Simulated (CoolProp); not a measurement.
A simple Rankine cycle with ethanol: condensing at 331.15 K, boiler at 4.28 MPa, turbine inlet 532.6 K, turbine efficiency 0.65, pump efficiency 0.7, no recuperator. Each further row changes one setting.

Model: reference Helmholtz-energy equation of state, Schroeder 2014, in CoolProp.

```tsv
case	thermal efficiency (%)	net work (kJ/kg)	heat in (kJ/kg)	turbine exit temperature (K)	volume ratio over the turbine
as stated	17.0	196	1150	[?]	89.1
turbine inlet 552.6 K	17.4	212	1220	403.9	87.3
condensing temperature 323.15 K	17.8	[?]	1170	[?]	127
boiler pressure 3 MPa	16.4	196	1190	399.4	60.5
turbine efficiency 0.55	14.3	[?]	1150	395.6	93.5
```

Q: Complete the blanks.

A: 
- as stated, turbine exit temperature (K): 377.7
- condensing temperature 323.15 K, net work (kJ/kg): 209
- condensing temperature 323.15 K, turbine exit temperature (K): 369.2
- turbine efficiency 0.55, net work (kJ/kg): 165
